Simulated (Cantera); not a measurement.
Input (Python, Cantera):

```python
import numpy as np
import cantera as ct

gas = ct.Solution("gri30.yaml")
gas.TPX = 423, 16000, {'CH3OH': 1, 'O2': 2.24, 'N2': 8.42}
flame = ct.FreeFlame(gas, width=0.14)
flame.set_refine_criteria(ratio=3, slope=0.08, curve=0.16)
flame.transport_model = "mixture-averaged"
flame.solve(loglevel=0, auto=True)
z, T = flame.grid, flame.T
thick = (T[-1] - T[0]) / np.gradient(T, z).max()
show = ['CH3OH', 'O2', 'HCO', 'C2H6', 'NO', 'CH4']
print(f"laminar burning velocity  {flame.velocity[0] * 100:.3f} cm/s")
print(f"burnt temperature         {T[-1]:.1f} K")
print(f"thermal thickness         {thick * 1e3:.4f} mm")
print(f"grid points               {len(z)}")
z0 = z[flame.heat_release_rate.argmax()]
print(f"{'z/mm':>9s}{'T/K':>9s}{'u/(m/s)':>9s}" + "".join(f"{s:>11s}" for s in show))
rows = []
for k in (-3, -2, -1.5, -1, -0.5, -0.25, 0, 0.25, 0.5, 1, 2, 4, 8):
    zz = z0 + k * thick
    rows.append([k * thick, np.interp(zz, z, T), np.interp(zz, z, flame.velocity),
                 *(np.interp(zz, z, flame.X[gas.species_index(s)]) for s in show)])
    print(f"{rows[-1][0] * 1e3:9.3f}{rows[-1][1]:9.1f}{rows[-1][2]:9.3f}" + "".join(f"{x:11.3e}" for x in rows[-1][3:]))
```

Output:

```
laminar burning velocity  47.220 cm/s
burnt temperature         1924.9 K
thermal thickness         2.4144 mm
grid points               121
     z/mm      T/K  u/(m/s)      CH3OH         O2        HCO       C2H6         NO        CH4
   -7.243    423.5    0.473  8.568e-02  1.919e-01  5.320e-20  1.246e-12  6.177e-12  1.074e-08
   -4.829    427.1    0.478  8.547e-02  1.913e-01  6.403e-18  1.848e-11  6.022e-11  8.933e-08
   -3.622    442.2    0.496  8.484e-02  1.898e-01  3.980e-16  1.367e-10  3.270e-10  3.894e-07
   -2.414    524.3    0.593  8.090e-02  1.828e-01  3.072e-13  1.301e-09  2.863e-09  1.931e-06
   -1.207    863.6    0.999  5.845e-02  1.547e-01  9.869e-09  1.058e-08  4.467e-08  8.256e-06
   -0.604   1184.3    1.394  3.170e-02  1.268e-01  3.236e-06  2.378e-08  1.663e-07  1.442e-05
    0.000   1522.0    1.822  3.832e-03  9.562e-02  8.351e-05  2.413e-08  4.181e-07  1.572e-05
    0.604   1615.4    1.934  1.764e-05  7.879e-02  4.297e-06  2.684e-10  6.810e-07  2.428e-06
    1.207   1642.7    1.958  2.345e-08  7.176e-02  2.237e-08  3.455e-13  9.744e-07  1.297e-07
    2.414   1682.1    1.994  7.605e-13  6.708e-02  4.164e-09  5.129e-18  1.577e-06  4.542e-10
    4.829   1733.0    2.046  1.793e-17  6.459e-02  2.009e-09  4.421e-25  2.635e-06  1.918e-14
    9.658   1792.2    2.108  9.143e-20  6.304e-02  8.686e-10  7.173e-31  4.278e-06  1.396e-19
   19.315   1848.3    2.167  2.325e-20  6.176e-02  2.609e-10  1.225e-31  6.740e-06  2.190e-20
```

Computed with Cantera and GRI-Mech 3.0 (53 species, 325 reactions). GRI-Mech 3.0 was tuned for natural gas; its chemistry of methanol as a main component is partial and can be far from experiment. Burning velocities carry a grid error of a few per cent, more on coarse grids.
